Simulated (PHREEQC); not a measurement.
Make-up at 20 °C: 0.022 mol/kgw AlCl3 and 0.000207 mol/kgw LiI. Closed to the air; pH follows from the charge balance.

All values are PHREEQC results (ion-association model, wateq4f.dat), not measurements.

This is a speciation only: nothing precipitates in the calculation.

Predict the pH.

pH 3.62.

In which forms is Al present?

Al+3 99 %, AlOH+2 1.3 % of the Al.
